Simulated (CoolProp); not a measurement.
Vapour-liquid equilibrium of carbon dioxide (1) + ethane (2) at 27.7 bar; x and y are mole fractions of (1).

Values from CoolProp's multi-fluid Helmholtz-energy mixture model, Span 1996 and Bücker 2006; pair parameters Kunz 2012.

Give the bubble temperature and the first vapour's composition at x = 0.275, 0.35, 0.5. Is there an azeotrope?

x = 0.275: -8.0 °C, y = 0.396; x = 0.35: -10.0 °C, y = 0.464; x = 0.5: -12.5 °C, y = 0.572. y crosses x between x = 0.65 and 0.725: the model has an azeotrope there.

The pair parameters rest on a limited set of measurements; away from them the model extrapolates.
